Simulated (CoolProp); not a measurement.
Properties of chlorine along the isotherm 399.6 K.

Values from CoolProp's reference Helmholtz-energy equation of state, Thol 2021.

```
p (kPa)   phase  density (kg/m³)  Joule-Thomson coefficient (K/MPa)  isothermal compressibility (1/MPa)
-------  ------  ---------------  ---------------------------------  ----------------------------------
1270        gas            28.95                              14.56                              0.8439
2550        gas       (withheld)                         (withheld)                          (withheld)
3820        gas            104.8                              15.04                          (withheld)
5090        gas            163.3                              15.34                              0.3607
6370     liquid            964.7                              1.824                             0.03540
7640     liquid            999.3                              1.311                             0.02234
8920     liquid       (withheld)                              1.021                             0.01673
10200    liquid             1044                             0.8263                             0.01354
11500    liquid             1061                             0.6811                             0.01143
```

Task: Fill in the missing entries.

Result: 
- 2550, density (kg/m³): 63.01
- 2550, Joule-Thomson coefficient (K/MPa): 14.77
- 2550, isothermal compressibility (1/MPa): 0.4629
- 3820, isothermal compressibility (1/MPa): 0.3585
- 8920, density (kg/m³): 1024
